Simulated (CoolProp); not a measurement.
A single-stage vapour-compression cycle with R115: evaporating at 253.15 K (dew point), condensing at 307.15 K (bubble point), superheat 2 K, subcooling 5 K, compressor efficiency 0.9, no pressure losses. Each further row changes one setting.

Model: reference Helmholtz-energy equation of state, Lemmon 2016, in CoolProp.

```tsv
case	cooling COP	pressure ratio	discharge temperature (K)	refrigerating effect (kJ/kg)	volumetric capacity (kJ/m³)
as stated	(withheld)	5.11	307.1	68.1	1190
evaporating temperature 258.15 K	3.47	(withheld)	307.1	(withheld)	(withheld)
condensing temperature 302.15 K	3.47	(withheld)	302.1	73.6	1280
subcooling 10 K	3.21	5.11	307.1	73.6	1280
superheat 12 K	3.08	5.11	313.5	75.1	1250
compressor efficiency 0.8	2.64	5.11	307.3	68.1	1190
```

**Question.** Some entries are withheld; supply them.

**Answer.** 
- as stated, cooling COP: 2.97
- evaporating temperature 258.15 K, pressure ratio: 4.26
- evaporating temperature 258.15 K, refrigerating effect (kJ/kg): 70.8
- evaporating temperature 258.15 K, volumetric capacity (kJ/m³): 1470
- condensing temperature 302.15 K, pressure ratio: 4.51

The compression ends wet for: as stated; evaporating temperature 258.15 K; condensing temperature 302.15 K; subcooling 10 K.
